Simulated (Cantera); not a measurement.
A closed system holds: 1 mol Si3N4, 11 mol H2, held at 8.50 Pa.

Equilibrium computed with Cantera from the NASA thermochemical tables; the gas is ideal and each condensed phase is pure. Candidate condensed phases: Si, Si3N4; 18 gas species. Mutual solubility and eutectic melting of coexisting phases are not modelled. The tables' values for SiN are old estimates; treat these amounts as uncertain. The numbers say what is thermodynamically allowed, not how fast it happens.

log p: log10 of the partial pressure in bar; n: condensed amount in mol.

```json
[
 {"T (K)": "1075", "log p H2": "-4.07", "log p N2": "-9.43", "log p H": "-9.87", "log p Si": "-14.12", "log p SiH": "-14.59", "n Si3N4(s)": "1.000", "n Si(s)": "0"},
 {"T (K)": "1175", "log p H2": "-4.07", "log p N2": "-7.89", "log p H": "-8.95", "log p Si": "-12.27", "log p SiH": "-13.06", "n Si3N4(s)": "0.999", "n Si(s)": "0.00251"},
 {"T (K)": "1275", "log p H2": "-4.07", "log p N2": "-6.59", "log p H": "-8.17", "log p Si": "-10.71", "log p SiH": "-11.77", "n Si3N4(s)": "0.984", "n Si(s)": "0.0495"},
 {"T (K)": "1375", "log p H2": "-4.09", "log p N2": "(withheld)", "log p H": "(withheld)", "log p Si": "(withheld)", "log p SiH": "(withheld)", "n Si3N4(s)": "(withheld)", "n Si(s)": "(withheld)"},
 {"T (K)": "1475", "log p H2": "-4.14", "log p N2": "-4.88", "log p H": "-6.96", "log p Si": "-8.24", "log p SiH": "-9.76", "n Si3N4(s)": "0", "n Si(s)": "3.00"},
 {"T (K)": "1575", "log p H2": "-4.15", "log p N2": "-4.88", "log p H": "(withheld)", "log p Si": "(withheld)", "log p SiH": "(withheld)", "n Si3N4(s)": "0", "n Si(s)": "2.99"},
 {"T (K)": "1675", "log p H2": "-4.15", "log p N2": "-4.89", "log p H": "-6.01", "log p Si": "-6.36", "log p SiH": "-8.21", "n Si3N4(s)": "0", "n Si(s)": "2.93"}
]
```

What belongs in the gaps?


- 1575, log p H: -6.45
- 1575, log p Si: -7.24
- 1575, log p SiH: -8.94
- 1375, log p N2: -5.49
- 1375, log p H: -7.51
- 1375, log p Si: -9.39
- 1375, log p SiH: -10.68
- 1375, n Si3N4(s): 0.783
- 1375, n Si(s): 0.650
